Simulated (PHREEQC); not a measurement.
A solution holds 0.0038 mol CuCl2, 0.035 mol HCl and 0.00015 mol FeCl3 per kg of water, at 67 °C. Closed to the air; pH follows from the charge balance.

Model: ion-association model, phreeqc.dat, run in PHREEQC.

No solid was allowed to form.

Problem. What pH does the model give?

Solution. pH 1.53.

Problem. In which forms is Fe present?

Solution. FeCl+2 45 %, Fe+3 27 %, FeOH+2 26 %, FeCl2+ 1.2 %, Fe(OH)2+ 0.6 % of the Fe.

The solution is supersaturated, for example in Hematite (slow to form), Goethite (slow to form), so a real one may precipitate; this is no full list. Away from 25 °C the constants follow the database's enthalpies or fits; those with neither stay at their 25 °C values.
